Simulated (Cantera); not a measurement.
Input (Python, Cantera) and output of one run.

```python
import numpy as np
import cantera as ct

gas_names = [...]  # 87 gases of nasa_gas.yaml made of C, H, Si
cond_names = """
    C(gr) C6H6(L) C7H8(L) C8H18(L),n-octa Si(cr) Si(L) SiC(b)
""".split()


# ... load() reads the species with a 1 bar reference pressure and builds the phases ...
atoms = {
    'SiH4': {'Si': 1, 'H': 4},
    'C2H4': {'C': 2, 'H': 4},
    'H2': {'H': 2},
}
top_T = {'C(gr)': 4500, 'SiC(b)': 3050}  # K; cautious upper limits of use, not melting points


# ... equilibrate(T, P, feed) seeds the gas with the atoms and calls Mixture.equilibrate('TP', solver="vcs", rtol=1e-11, max_steps=5000) ...
results = []
feed = {'SiH4': 1, 'C2H4': 1.2, 'H2': 2.4}  # mol
P = 510  # Pa
for T in [1400, 1600, 1800, 2000, 2200, 2400, 2600]:
    mix = equilibrate(T, P, feed)
    results.append((T, P, feed, dict(zip(mix.species_names, mix.species_moles))))

top = {s: max(r[3][s] / sum(r[3][g] for g in gas_names) for r in results) for s in gas_names}
cols = sorted((s for s in top if top[s] > 1e-06), key=lambda s: -top[s])[:8]
seen = [c for c in cond_names if any(r[3].get(c, 0) > 1e-12 for r in results)]
print("log10 of partial pressures in bar; condensed amounts in mol")
print(f"{'T/K':>10s}" + "".join(f"{s[:9]:>10s}" for s in cols + seen))
for T, P, feed, n in results:
    ng = sum(n[g] for g in gas_names)
    print(f"{T:10.4g}" + "".join(f"{np.log10(max(n[s] / ng * P / 1e5, 1e-99)):10.3f}" for s in cols)
          + "".join(f"{n.get(c, 0):10.4g}" for c in seen))
```

Result:

```
log10 of partial pressures in bar; condensed amounts in mol
       T/K        H2         H        Si      SiC2      Si2C C2H2,acet       SiH       C2H     C(gr)    SiC(b)
      1400    -2.292    -6.459   -11.404   -14.561   -14.589    -7.891   -11.852   -15.072       1.4         1
      1600    -2.293    -5.411    -8.989   -11.399   -11.488    -6.853    -9.797   -12.445       1.4         1
      1800    -2.295    -4.593    -7.116    -8.953    -9.090    -6.051    -8.207   -10.407     1.398    0.9999
      2000    -2.303    -3.940    -5.622    -7.005    -7.184    -5.417    -6.942    -8.782     1.393    0.9963
      2200    -2.332    -3.415    -4.403    -5.420    -5.634    -4.923    -5.923    -7.467     1.422    0.9308
      2400    -2.446    -3.021    -3.389    -4.106    -4.351    -4.603    -5.122    -6.418     1.957   0.02245
      2600    -2.588    -2.710    -3.423    -3.890    -5.050    -4.378    -5.359    -5.555      1.71         0
```

These are equilibrium values from Cantera (NASA tables, ideal gas, pure condensed phases), not measurements of a reactor. Gases not in the tables: Si2H6 and higher silanes.
